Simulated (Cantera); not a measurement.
Input (Python, Cantera):

```python
import numpy as np
import cantera as ct

surf = ct.Interface("ptcombust.yaml", "Pt_surf")
gas = surf.adjacent["gas"]
gas.TPX = 675, 85000, {'CO': 0.0065, 'O2': 0.054, 'N2': 0.79, 'H2O': 0.024}
surf.TP = 675, 85000
reactor = ct.FlowReactor(gas, clone=False)
reactor.area = 0.0001  # m2
reactor.surface_area_to_volume_ratio = 180  # 1/m
reactor.mass_flow_rate = 1.7 * reactor.area * gas.density  # inlet velocity 1.7 m/s
reactor.energy_enabled = False
wall = ct.ReactorSurface(surf, reactor, clone=False)
net = ct.ReactorNet([reactor])
net.rtol, net.atol = 1e-8, 1e-16
show, cover = ['CO', 'O2', 'H2O', 'CO2'], ['PT(S)', 'H(S)', 'O(S)', 'OH(S)', 'CO(S)', 'C(S)']

rows = []
print(f"{'z/m':>9s}{'u/(m/s)':>9s}" + "".join(f"{s:>13s}" for s in show + cover))
for z in [6.6e-05, 0.00013, 0.00025, 0.00048, 0.00092, 0.0018, 0.0034, 0.0066]:
    net.advance(z)
    rows.append([reactor.speed, *gas[show].X, *surf[cover].coverages])
    print(f"{z:9.4g}{rows[-1][0]:9.3g}" + "".join(f"{x:13.4e}" for x in rows[-1][1:]))
```

Output:

```
      z/m  u/(m/s)           CO           O2          H2O          CO2        PT(S)         H(S)         O(S)        OH(S)        CO(S)         C(S)
  6.6e-05      1.7   7.4121e-03   6.1740e-02   2.7445e-02   2.0816e-05   5.2074e-02   3.0527e-08   2.4135e-02   1.2623e-03   9.2251e-01   2.2486e-13
  0.00013      1.7   7.3919e-03   6.1730e-02   2.7445e-02   4.1097e-05   5.2201e-02   3.0563e-08   2.4256e-02   1.2670e-03   9.2226e-01   2.2422e-13
  0.00025      1.7   7.3537e-03   6.1712e-02   2.7445e-02   7.9386e-05   5.2443e-02   3.0630e-08   2.4487e-02   1.2760e-03   9.2178e-01   2.2302e-13
  0.00048      1.7   7.2796e-03   6.1677e-02   2.7446e-02   1.5376e-04   5.2923e-02   3.0763e-08   2.4949e-02   1.2939e-03   9.2082e-01   2.2066e-13
  0.00092      1.7   7.1341e-03   6.1609e-02   2.7448e-02   2.9988e-04   5.3905e-02   3.1032e-08   2.5911e-02   1.3308e-03   9.1883e-01   2.1595e-13
   0.0018      1.7   6.8256e-03   6.1464e-02   2.7453e-02   6.0945e-04   5.6184e-02   3.1640e-08   2.8225e-02   1.4182e-03   9.1415e-01   2.0557e-13
   0.0034      1.7   6.1850e-03   6.1162e-02   2.7461e-02   1.2525e-03   6.2028e-02   3.3103e-08   3.4710e-02   1.6527e-03   9.0159e-01   1.8201e-13
   0.0066      1.7   3.8081e-03   6.0043e-02   2.7494e-02   3.6383e-03   1.4070e-01   4.0365e-08   2.7277e-01   6.9820e-03   5.7950e-01   3.3768e-14
```

Model: Deutschmann's 1995 Pt surface mechanism with GRI-Mech 3.0 gas chemistry, integrated in Cantera. Catalytic surfaces can have several steady states; this one follows from the mechanism file's or the stated starting coverage. Mass transfer to the wall is taken as infinitely fast.
